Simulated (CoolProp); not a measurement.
The fluid at 362.18 K and 0.125 MPa flows at 8.7 m/s in a round tube of 20 mm bore and 15 µm roughness, fully developed (64/Re and Nu = 3.66 if laminar; Colebrook and Gnielinski if turbulent). The same conditions are run with several fluids, on thermodynamics alone (safety and materials aside).

The numbers come from the reference Helmholtz-energy equation of state of each fluid (CH2F2 (R32): Tillner-Roth 1997; isobutane: Bücker 2006; CF4 (R14): Platzer 1990; R245fa: Akasaka 2015; R404A: Lemmon 2003) in CoolProp. The equations of Platzer and Polt are older, rougher fits. Blends and air are pseudo-pure fits.

```csv
fluid,Reynolds number,Darcy friction factor,pressure drop (Pa/m),heat-transfer coefficient (W/(m² K)),mass flow (kg/h)
CH2F2 (R32),23400,0.0266,110,63.0,21.4
isobutane,47200,0.0235,109,139,24.2
CF4 (R14),31300,0.0252,174,86.8,36.0
R245fa,68700,0.0223,240,160,55.9
R404A,48500,0.0234,181,111,40.3
```

Transport values come from each fluid's own correlations; those of CH2F2 (R32), CF4 (R14), R245fa are estimates that may be off by 10 % or more.
